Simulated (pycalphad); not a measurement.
Computed with pycalphad from the COST 507 light-alloy database (1999), at 1 atm. The data set is of 1999 and partly superseded. Phase fractions are per mole of atoms. Kinetics are ignored, which matters at the lower temperatures.

### Question
Give the equilibrium state of Fe-39Si (at.%) at 750 K.

### Answer
```
T = 750.00 K, P = 101325 Pa, N = 1 mol of atoms
G = -53657 J/mol, H = -15839 J/mol, S = 50.43 J/(mol K)  (SER reference)
chemical potentials (J/mol): Fe -42360, Si -71328
phase             fraction      x(Fe)      x(Si)
BCC_B2              0.5108     0.7153     0.2847
FESI                0.4892     0.5000     0.5000
```

### Question
Give the equilibrium state of Fe-39Si (at.%) at 1500 K.

### Answer
LIQUID, fraction 0.818, with 36.6 Si at.%; FESI, fraction 0.182, with 50.0 Si at.%.

Database names, with the compositions (at.%) that they take in these runs: FESI: Fe 50 Si 50. BCC_B2 is ordered bcc (B2).
